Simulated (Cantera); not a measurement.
An isothermal, constant-pressure homogeneous reactor starts with NO : N₂ = 1 : 0.28 (molar parts), at 1675 K and 0.132 atm. Integrator tolerance rtol = 1e-08.

Model: GRI-Mech 3.0 (53 species, 325 reactions), integrated in Cantera.

Problem. What does this change do: temperature 1675 to 1723 K?

Solution. 
```csv
quantity,before,after
x(NO) at 40.0 s,0.471 (gas-phase equilibrium 0.00316),0.353 (gas-phase equilibrium 0.00379)
x(O₂) at 40.0 s,0.155 (gas-phase equilibrium 0.389),0.214 (gas-phase equilibrium 0.389)
x(N₂) at 40.0 s,0.374 (gas-phase equilibrium 0.608),0.433 (gas-phase equilibrium 0.607)
x(NO₂) at 40.0 s,0.000487 (gas-phase equilibrium 5.21e-6),0.000384 (gas-phase equilibrium 5.58e-6)
x(O) at 40.0 s,3.82e-5 (gas-phase equilibrium 5.87e-5),7.38e-5 (gas-phase equilibrium 9.77e-5)
x(N₂O) at 40.0 s,7.43e-5 (gas-phase equilibrium 5.95e-8),4.18e-5 (gas-phase equilibrium 7.08e-8)
```
